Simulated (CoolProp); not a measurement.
Carbon monoxide at 456.11 K and 0.136 MPa is throttled through a valve to 0.0771 MPa with no heat exchange. Each further row changes one setting.

Model: reference Helmholtz-energy equation of state, Lemmon 2006, in CoolProp. It is a short technical equation, of lower accuracy than the large ones.

```json
[
 {"case": "as stated", "temperature change (K)": "-0.0", "final density (kg/m³)": "0.569"},
 {"case": "outlet pressure 0.0231 MPa", "temperature change (K)": "-0.1", "final density (kg/m³)": "0.171"},
 {"case": "outlet pressure 0.1 MPa", "temperature change (K)": "-0.0", "final density (kg/m³)": "0.738"}
]
```
